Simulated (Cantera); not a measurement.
**Equilibrium for silicon oxide and oxynitride deposition: SiCl4 + H2O + NO**

Input: 1 mol SiCl4, 13 mol H2O, 6.1 mol NO, held at 1175 K and 0.0370 bar.

Equilibrium computed with Cantera from the NASA thermochemical tables; the gas is ideal and each condensed phase is pure. Candidate condensed phases: H2O, NH4Cl, Si, SiO2, Si2N2O, Si3N4; 47 gas species. The tables hold silica as quartz up to 1696 K and as liquid above; real silica turns to tridymite and cristobalite and melts near 1996 K. Rates play no part.

x(H2O): 0.522
x(HCl): 0.188
x(N2): 0.145
x(O2): 0.144
x(Cl2): 0.000579
x(Cl): 0.000453
x(NO): 5.71e-5
x(OH): 1.00e-5
x(HOCl): 3.03e-6
n(SiO2(β-quartz)): 1.00 mol
gas amount: 21.10 mol
log10 activity of Si(s) (absent): -28.83
